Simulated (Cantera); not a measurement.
Input (Python, Cantera):

```python
import numpy as np
import cantera as ct

surf = ct.Interface("diamond.yaml", "diamond_100")
gas, bulk = surf.adjacent["gas"], surf.adjacent["diamond"]
k = surf.kinetics_species_index(bulk.species_names[0])
cover = ["c6HH", "c6H*", "c6*H", "c6**", "c6HM", "c6B"]

rows, drift = [], 0.0
print(f"{'P':>10s}{'um/h':>11s}" + "".join(f"{s:>11s}" for s in cover))
for v in [430, 700, 1100, 1800, 2900, 4700, 7600, 12000]:
    T, P, xH, xCH3 = 1175, v, 0.00085, 4.6e-05
    gas.TPX = T, P, {"H": xH, "CH3": xCH3, "CH4": 0.015, "H2": 1 - xH - xCH3 - 0.015}
    surf.TP = bulk.TP = T, P
    surf.coverages = "c6H*:0.1, c6HH:0.9"
    surf.advance_coverages(100.0)
    before = surf.coverages
    surf.advance_coverages(100.0)
    drift = max(drift, np.max(np.abs(surf.coverages - before) / (surf.coverages + 1e-9)))
    rate = surf.net_production_rates[k] * bulk.mean_molecular_weight / bulk.density * 3.6e9
    rows.append([rate, *surf[cover].coverages])
    print(f"{v:10.4g}{rate:11.4e}" + "".join(f"{x:11.3e}" for x in rows[-1][1:]))
```

Result:

```
         P       um/h       c6HH       c6H*       c6*H       c6**       c6HM        c6B
       430 1.0020e-02  4.798e-01  3.455e-02  4.650e-01  2.002e-02  1.144e-04  2.719e-11
       700 1.8117e-02  4.798e-01  3.455e-02  4.649e-01  2.002e-02  1.866e-04  4.916e-11
      1100 3.2128e-02  4.797e-01  3.454e-02  4.648e-01  2.001e-02  2.923e-04  8.718e-11
      1800 6.2250e-02  4.796e-01  3.453e-02  4.647e-01  2.000e-02  4.731e-04  1.689e-10
      2900 1.2335e-01  4.794e-01  3.452e-02  4.645e-01  1.999e-02  7.471e-04  3.347e-10
      4700 2.5710e-01  4.791e-01  3.449e-02  4.641e-01  1.998e-02  1.171e-03  6.977e-10
      7600 5.5153e-01  4.786e-01  3.446e-02  4.636e-01  1.996e-02  1.795e-03  1.497e-09
   1.2e+04 1.1559e+00  4.780e-01  3.442e-02  4.630e-01  1.993e-02  2.627e-03  3.137e-09
```

Detailed kinetics in Cantera: the Harris–Goodwin 1993 mechanism for the reconstructed diamond (100) surface.
